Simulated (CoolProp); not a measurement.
Model: reference Helmholtz-energy equation of state, Thol 2014, in CoolProp.

Problem. For chloromethane (R40), give the phase and the Z, speed of sound (m/s) at 369.9 K and 14500 kPa.

Solution. 
- 369.9 K and 14500 kPa: liquid; Z 0.299, speed of sound 687
